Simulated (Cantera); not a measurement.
A perfectly stirred reactor is fed with CH₄ : H₂ : O₂ : N₂ = 1 : 0.052 : 1.56 : 5.86 (molar parts), equivalence ratio 1.3, at 1.00 atm; it is adiabatic with a 350 K inlet, and is followed from long to short residence time, starting on the burning branch (τ in s: 0.083, 0.046, 0.026, 0.014, 0.0079, 0.0044, 0.0024, 0.0013, 0.00075, 0.00042, 0.00023, 0.00013, 7.1e-05).

Computed with Cantera and GRI-Mech 3.0 (53 species, 325 reactions).

Task: What does this change do: inlet temperature 350 to 625 K?

Result: 
```tsv
quantity	before	after
blow-out, bracketed by the residence times tried	burning at 0.230 ms, out at 0.130 ms	burning at 71.0 µs, the shortest tried
x(CH₄) at τ = 83.0 ms	3.44e-5	1.09e-5
x(H₂) at τ = 83.0 ms	0.0439	0.0423
x(O₂) at τ = 83.0 ms	0.000123	0.000185
x(O) at τ = 83.0 ms	2.46e-5	7.73e-5
x(HCO) at τ = 83.0 ms	8.43e-8	7.65e-8
x(CH₄) at τ = 2.40 ms	0.000169	8.03e-5
x(H₂) at τ = 2.40 ms	0.0438	0.0428
x(O₂) at τ = 2.40 ms	0.00131	0.00144
x(O) at τ = 2.40 ms	0.000226	0.000489
x(HCO) at τ = 2.40 ms	1.56e-6	1.28e-6
```
